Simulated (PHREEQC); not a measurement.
Consider water at 25 °C with 1.4 mol NaCl per kg of water. Closed to the air; pH follows from the charge balance.

The numbers come from PHREEQC with the Pitzer model, pitzer.dat.

Each row changes one thing in this solution. No solid was allowed to form.

```json
[
 {"case": "as made", "pH": "6.85", "ionic strength (mol/kgw)": "1.40"},
 {"case": "diluted 2-fold with water", "pH": "6.92", "ionic strength (mol/kgw)": "0.700"},
 {"case": "NaCl replaced by Na2CO3 at the same molality", "pH": "11.79", "ionic strength (mol/kgw)": "4.19"},
 {"case": "NaCl from 1.4 to 0.7 mol/kgw", "pH": "6.92", "ionic strength (mol/kgw)": "0.700"},
 {"case": "NaCl from 1.4 to 0.14 mol/kgw", "pH": "6.98", "ionic strength (mol/kgw)": "0.140"}
]
```

Species that the database lacks are ignored.
